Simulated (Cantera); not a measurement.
A jet of H2 : O2 : N2 = 0.019 : 0.061 : 0.79 (molar parts) at 300 K and 31000 Pa hits a platinum plate 7.2 cm away at a mass flux of 0.1 kg/m²/s; the plate temperature is set and raised in steps from an oxygen-covered start.

Model: Deutschmann's 1995 Pt surface mechanism with GRI-Mech 3.0 gas chemistry, integrated in Cantera. Catalytic surfaces can have several steady states; this one follows from the mechanism file's or the stated starting coverage.

x: mole fraction at the wall; θ: surface coverage.

```
plate T (K)  wall x H2  wall x O2  wall x H2O  wall x OH  θ free Pt   θ O*    θ OH*
-----------  ---------  ---------  ----------  ---------  ---------  -----  -------
700           0.000986     0.0477      0.0402      <1e-8     0.0428  0.953      [?]
750           0.000788     0.0476      0.0404      <1e-8     0.0558  0.941      [?]
800           0.000545     0.0473      0.0407      <1e-8     0.0843  0.912  0.00333
850           0.000383     0.0472      0.0408      <1e-8      0.128  0.869  0.00312
900           0.000276     0.0471      0.0408    2.49e-8      0.181  0.816      [?]
950           0.000214     0.0471      0.0408    6.77e-8      0.241  0.756      [?]
1000          0.000174     0.0471      0.0407    1.67e-7      0.305  0.693      [?]
```

Q: What belongs in the gaps?

A: 
- 700, θ OH*: 0.00443
- 750, θ OH*: 0.00365
- 900, θ OH*: 0.00287
- 950, θ OH*: 0.00260
- 1000, θ OH*: 0.00233
